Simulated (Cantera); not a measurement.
## Reactions in the system C-H-O-Ta

Source: NASA polynomial tables (part measured, part estimated), evaluated in Cantera. Values are per mole of reaction as written; species without (g) are pure solids or liquids, kept so even where they would boil at 1 bar.

Ta₂O₅ + 2 CH₃(g) = C₂H₅OH(g) + 2 TaO₂(g)

| T (K) | ΔH° (kJ) | ΔS° (J/K) | ΔG° (kJ) | log10 K |
|---|---|---|---|---|
| 1475 | 1058.7 | 230.6 | 718.6 | -25.45 |
| 1525 | 1056.2 | 228.9 | 707.1 | -24.22 |
| 1575 | 1053.8 | 227.3 | 695.7 | -23.07 |
| 1625 | 1051.3 | 225.8 | 684.4 | -22.00 |
| 1675 | 1048.8 | 224.3 | 673.1 | -20.99 |
| 1725 | 1046.3 | 222.8 | 661.9 | -20.04 |
| 1775 | 1043.8 | 221.4 | 650.8 | -19.15 |
| 1825 | 1041.3 | 220.0 | 639.8 | -18.31 |
